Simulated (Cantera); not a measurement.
An isothermal, constant-pressure homogeneous reactor starts with N₂O : N₂ = 1 : 0.1 (molar parts), at 1225 K and 1.01 bar.

Model: GRI-Mech 3.0 (53 species, 325 reactions), integrated in Cantera. GRI-Mech 3.0 was tuned for natural gas; its chemistry of N2O as a main component is partial and can be far from experiment. The mechanism lacks the step 2 NO + O2 → 2 NO2, which can matter for NO2 below about 1400 K. The temperature is held fixed by assumption; the heat of reaction is taken as removed at once.

x: mole fraction; the columns are a selection and need not sum to one.

| t (s) | x N₂O | x NO₂ | x O | x O₂ | x NO | x N₂ |
|---|---|---|---|---|---|---|
| 0.000700 | 0.908 | 2.70e-8 | 2.53e-6 | 0.000261 | 6.81e-5 | 0.0914 |
| 0.00167 | 0.907 | 1.50e-7 | 2.52e-6 | 0.000626 | 0.000163 | 0.0922 |
| 0.00399 | 0.904 | ? | 2.52e-6 | ? | ? | 0.0939 |
| 0.00951 | 0.897 | ? | 2.52e-6 | ? | ? | 0.0981 |
| 0.0227 | 0.882 | 1.47e-5 | 2.50e-6 | 0.00836 | 0.00216 | 0.108 |
| 0.0542 | 0.845 | 4.46e-5 | 2.46e-6 | 0.0193 | 0.00497 | 0.130 |
| 0.129 | 0.768 | 0.000110 | 2.36e-6 | 0.0430 | 0.0109 | 0.178 |
| 0.308 | 0.620 | 0.000230 | 2.15e-6 | 0.0883 | 0.0218 | 0.270 |
| 0.736 | 0.398 | 0.000396 | 1.74e-6 | 0.157 | 0.0368 | 0.408 |
| 1.76 | 0.173 | 0.000533 | 1.06e-6 | 0.228 | 0.0487 | 0.550 |
| 4.19 | 0.0389 | 0.000593 | 3.43e-7 | 0.273 | 0.0518 | 0.636 |
| 10.0 | 0.00219 | 0.000769 | 4.11e-8 | 0.285 | 0.0513 | 0.660 |

Problem. Complete the blanks.

Solution. 
- 0.00399, x NO₂: 7.89e-7
- 0.00399, x O₂: 0.00149
- 0.00399, x NO: 0.000388
- 0.00951, x NO₂: 3.74e-6
- 0.00951, x O₂: 0.00355
- 0.00951, x NO: 0.000920
